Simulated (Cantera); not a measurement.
Charge: 1 mol PbO, 1.6 mol H₂, 4.4 mol N₂, held at 1175 °C and 650 Pa.

Cantera equilibrium calculation (NASA polynomials, part measured and part estimated; ideal gas, pure solids and liquids). Candidate condensed phases: H₂O, Pb, PbO, PbO₂, Pb₃O₄; 27 gas species. Rates play no part.

Base state: N₂ 0.629, H₂O 0.143, Pb 0.143, H₂ 0.0858, PbO 6.37e-5, H 3.35e-5 (mole fractions); condensed: gas only.

Task: What changes in the equilibrium state with this change: pressure from 650 Pa to 11000 Pa?

Result: 
| species | before | after |
|---|---|---|
| N₂ | 0.629 | 0.636 |
| H₂O | 0.143 | 0.144 |
| Pb | 0.143 | 0.133 |
| H₂ | 0.0858 | 0.0868 |
| Pb₂ | 2.70e-6 | 3.94e-5 |
| H | 3.35e-5 | 8.19e-6 |
| PbO | 6.37e-5 | 5.92e-5 |
| Pb(l), mol | 0 | 0.0812 |

Task: What changes in the equilibrium state with this change: temperature from 1175 °C to 925 °C?

Result: 
```
species      before    after
----------  -------  -------
N₂            0.629    0.663
H₂O           0.143    0.151
Pb            0.143   0.0962
H₂           0.0858   0.0904
H           3.35e-5  7.11e-7
PbO         6.37e-5  5.08e-6
Pb(l), mol        0    0.361
```

Task: What changes in the equilibrium state with this change: PbO replaced by Cr₂O₃?

Result: 
```csv
species,before,after
N₂,0.629,0.733
H₂,0.0858,0.266
H₂O,0.143,0.000231
Pb,0.143,0
Cr,0,2.85e-5
PbO,6.37e-5,0
H,3.35e-5,5.90e-5
"Cr(s), mol",0,0.000754
"Cr₂O₃(s), mol",0,1.000
```
Mutual solubility and eutectic melting of coexisting phases are not modelled. Further candidate phases: Cr, CrN, Cr₂N, Cr₂O₃.
